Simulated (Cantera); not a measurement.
# Nitride etching: Si3N4 + Cl2 + N2 + HF

A closed system holds: 1 mol Si3N4, 30 mol Cl2, 2.6 mol N2, 0.00039 mol HF, held at 10.0 mbar.

Cantera equilibrium calculation (NASA polynomials, part measured and part estimated; ideal gas, pure solids and liquids). Candidate condensed phases: NH4Cl, Si, Si3N4; 49 gas species. The tables' values for SiCl3 are old estimates; treat these amounts as uncertain. Equilibrium is a limit: real reactors are often held back by kinetics, nucleation or transport.

From 898 K to 1798 K nothing is condensed. The main Si-bearing gas is SiCl4 throughout.

```json
[
 {"T (K)": "898", "log p Cl": "-5.21", "log p Cl2": "-2.12", "log p N2": "-2.84", "log p SiCl4": "-3.02", "log p SiCl3": "-12.74"},
 {"T (K)": "973", "log p Cl": "-4.65", "log p Cl2": "-2.12", "log p N2": "-2.84", "log p SiCl4": "-3.02", "log p SiCl3": "-11.53"},
 {"T (K)": "1048", "log p Cl": "-4.17", "log p Cl2": "-2.12", "log p N2": "-2.84", "log p SiCl4": "-3.02", "log p SiCl3": "-10.50"},
 {"T (K)": "1123", "log p Cl": "-3.76", "log p Cl2": "-2.13", "log p N2": "-2.84", "log p SiCl4": "-3.03", "log p SiCl3": "-9.60"},
 {"T (K)": "1198", "log p Cl": "-3.40", "log p Cl2": "-2.14", "log p N2": "-2.85", "log p SiCl4": "-3.03", "log p SiCl3": "-8.82"},
 {"T (K)": "1273", "log p Cl": "-3.09", "log p Cl2": "-2.16", "log p N2": "-2.85", "log p SiCl4": "-3.04", "log p SiCl3": "-8.13"},
 {"T (K)": "1348", "log p Cl": "-2.83", "log p Cl2": "-2.20", "log p N2": "-2.87", "log p SiCl4": "-3.06", "log p SiCl3": "-7.52"},
 {"T (K)": "1423", "log p Cl": "-2.60", "log p Cl2": "-2.27", "log p N2": "-2.89", "log p SiCl4": "-3.08", "log p SiCl3": "-6.96"},
 {"T (K)": "1498", "log p Cl": "-2.42", "log p Cl2": "-2.37", "log p N2": "-2.93", "log p SiCl4": "-3.11", "log p SiCl3": "-6.45"},
 {"T (K)": "1573", "log p Cl": "-2.29", "log p Cl2": "-2.52", "log p N2": "-2.97", "log p SiCl4": "-3.15", "log p SiCl3": "-5.98"},
 {"T (K)": "1648", "log p Cl": "-2.19", "log p Cl2": "-2.71", "log p N2": "-3.00", "log p SiCl4": "-3.19", "log p SiCl3": "-5.52"},
 {"T (K)": "1723", "log p Cl": "-2.13", "log p Cl2": "-2.94", "log p N2": "-3.04", "log p SiCl4": "-3.23", "log p SiCl3": "-5.07"},
 {"T (K)": "1798", "log p Cl": "-2.10", "log p Cl2": "-3.19", "log p N2": "-3.06", "log p SiCl4": "-3.26", "log p SiCl3": "-4.64"}
]
```
log p: log10 of the partial pressure in bar; nothing condenses.
